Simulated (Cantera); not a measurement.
A freely propagating, adiabatic, planar premixed flame of 50.2 % H2, 10.4 % O2, 39.3 % N2, unburnt at 300 K and 750 Torr; mixture-averaged transport, grid criteria slope 0.08 and curve 0.16, no radiation.

Computed with Cantera and the H2/O2 subset of GRI-Mech 3.0, which has no nitrogen chemistry. Burning velocities carry a grid error of a few per cent, more on coarse grids.

x: mole fraction of selected species; z is measured from the peak of heat release.

```
z (mm)   T (K)  u (m/s)   x H2     x O2      x OH  x HO2   x H2O2     x H2O
-------  -----  -------  -----  -------  --------  -----  -------  --------
-1.02      300     2.74  0.502    0.104     <1e-8  <1e-8    <1e-8     <1e-8
-0.682     300     2.74  0.502    0.104     <1e-8  <1e-8    <1e-8     <1e-8
-0.512     300     2.74  0.502    0.104     <1e-8  <1e-8    <1e-8   2.16e-8
-0.341     300     2.74  0.502    0.105     <1e-8      …  1.32e-8   7.03e-7
-0.171     325     2.94  0.497    0.105   5.61e-6      …  8.62e-6  0.000348
-0.0853    563     4.95  0.471    0.102  0.000672      …  9.43e-5    0.0160
0          951     8.13  0.415   0.0815  0.000680      …  2.06e-5    0.0662
0.0853    1242     10.5  0.348   0.0448   0.00131      …  1.19e-6     0.139
0.171     1403     11.9  0.306   0.0157   0.00155      …  4.53e-7     0.194
0.341     1530     12.9  0.290  0.00136   0.00147      …  2.05e-7     0.223
0.682     1629     13.6  0.296  8.63e-5   0.00148      …  1.38e-7     0.227
1.36      1720     14.3  0.305  3.91e-5   0.00134      …  8.05e-8     0.228
2.73      1795     14.8  0.312  1.92e-5   0.00106      …  3.98e-8     0.230
```

Task: What belongs in the gaps?

Result: 
- -0.341, x HO2: 1.08e-7
- -0.171, x HO2: 6.50e-5
- -0.0853, x HO2: 0.000351
- 0, x HO2: 0.000115
- 0.0853, x HO2: 4.91e-5
- 0.171, x HO2: 1.64e-5
- 0.341, x HO2: 1.32e-6
- 0.682, x HO2: 8.94e-8
- 1.36, x HO2: 4.45e-8
- 2.73, x HO2: 2.40e-8
